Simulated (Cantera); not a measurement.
A closed system holds: 1 mol AlN, 0.013 mol Cl₂, 0.14 mol N₂, 0.14 mol H₂O, at 1425 °C and 3.20 bar.

Method: chemical equilibrium by Gibbs-energy minimisation in Cantera with the NASA 1993 tables (ideal gas, pure condensed phases). Candidate condensed phases: Al, AlCl₃, AlN, Al₂O₃, H₂O, NH₄Cl; 45 gas species. Mutual solubility and eutectic melting of coexisting phases are not modelled. The tables' values for AlCl₂ are old estimates; treat these amounts as uncertain. Equilibrium is a limit: real reactors are often held back by kinetics, nucleation or transport.

Base state: N₂ 0.555, H₂ 0.390, HCl 0.0441, AlCl₃ 0.00987, AlCl₂ 0.00111, AlCl 0.000509, H 5.05e-5, H₂O 2.75e-5 (mole fractions); condensed: AlN(s) + Al₂O₃(s).

Q: What changes in the equilibrium state with this change: H₂O from 0.14 to 0.012 mol?

A: 
```
species         before    after
-------------  -------  -------
N₂               0.555    0.872
H₂               0.390   0.0565
AlCl₃          0.00987   0.0396
HCl             0.0441   0.0288
NH₃            2.12e-5  1.47e-6
H₂O            2.75e-5  4.64e-6
AlN(s), mol      0.903    0.985
Al₂O₃(s), mol   0.0467  0.00400
```
